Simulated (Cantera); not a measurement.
Input (Python, Cantera) and output of one run.

```python
import numpy as np
import cantera as ct

gas_names = """
    H HO2 H2 H2O H2O2 O OH O2 O3 Pb PbO Pb2
""".split()
cond_names = """
    H2O(s) H2O(L) Pb(cr) Pb(L) PbO(rd) PbO(yw) PbO(L) PbO2(s) Pb3O4(s)
""".split()


def load(file, names, dense=False):
    # The tables refer to 1 bar. Condensed volumes are neglected.
    table = {s.name: s for s in ct.Species.list_from_file(file)}
    out = []
    for n in names:
        d = dict(table[n].input_data)
        d["thermo"] = dict(d["thermo"], **{"reference-pressure": 1e5})
        if dense:
            d["equation-of-state"] = {"model": "constant-volume", "density": "1e6 g/cm^3"}
        out.append(ct.Species.from_dict(d))
    return out


gas = ct.Solution(thermo="ideal-gas", species=load("nasa_gas.yaml", gas_names))
cond = {s.name: ct.Solution(thermo="fixed-stoichiometry", species=[s], name=s.name)
        for s in load("nasa_condensed.yaml", cond_names, dense=True)}
atoms = {
    'Pb': {'Pb': 1},
    'O2': {'O': 2},
    'H2': {'H': 2},
}
top_T = {'Pb3O4(s)': 820}  # K; cautious upper limits of use, not melting points


def equilibrate(T, P, feed):
    n = {}
    for name, mol in feed.items():
        for a, k in atoms[name].items():
            n[a] = n.get(a, 0.0) + k * mol
    gas.TPX = T, P, n
    mass = sum(n.values()) * gas.mean_molecular_weight
    gas.equilibrate("TP")
    valid = [c for c in cond.values() if c.min_temp <= T <= top_T.get(c.name, c.max_temp)]
    mix = ct.Mixture([(gas, mass / gas.mean_molecular_weight)] + [(c, 0.0) for c in valid])
    mix.T, mix.P = T, P
    mix.equilibrate("TP", solver="vcs", rtol=1e-11, max_steps=5000)
    return mix


results = []
feed = {'Pb': 1, 'O2': 0.012, 'H2': 0.65}  # mol
P = 10000  # Pa
for T in [1223, 1273, 1323, 1373, 1423, 1473, 1523, 1573, 1623]:
    mix = equilibrate(T, P, feed)
    results.append((T, P, feed, dict(zip(mix.species_names, mix.species_moles))))

top = {s: max(r[3][s] / sum(r[3][g] for g in gas_names) for r in results) for s in gas_names}
cols = sorted((s for s in top if top[s] > 0.0001), key=lambda s: -top[s])[:6]
seen = [c for c in cond_names if any(r[3].get(c, 0) > 1e-12 for r in results)]
print("log10 of partial pressures in bar; condensed amounts in mol")
print(f"{'T/K':>10s}" + "".join(f"{s[:9]:>10s}" for s in cols + seen))
for T, P, feed, n in results:
    ng = sum(n[g] for g in gas_names)
    print(f"{T:10.4g}" + "".join(f"{np.log10(max(n[s] / ng * P / 1e5, 1e-99)):10.3f}" for s in cols)
          + "".join(f"{n.get(c, 0):10.4g}" for c in seen))
```

Output:

```
log10 of partial pressures in bar; condensed amounts in mol
       T/K        H2        Pb       H2O       Pb2         H     Pb(L)
      1223    -1.020    -3.042    -2.437    -7.371    -7.032     0.994
      1273    -1.024    -2.736    -2.441    -6.861    -6.659    0.9878
      1323    -1.032    -2.454    -2.448    -6.391    -6.316    0.9763
      1373    -1.045    -2.193    -2.462    -5.956    -6.000    0.9554
      1423    -1.068    -1.951    -2.484    -5.553    -5.712    0.9179
      1473    -1.107    -1.725    -2.523    -5.179    -5.451    0.8491
      1523    -1.175    -1.515    -2.591    -4.830    -5.224    0.7137
      1573    -1.301    -1.319    -2.717    -4.504    -5.041    0.3981
      1623    -1.421    -1.218    -2.838    -4.367    -4.871         0
```

Cantera equilibrium calculation (NASA polynomials, part measured and part estimated; ideal gas, pure solids and liquids).
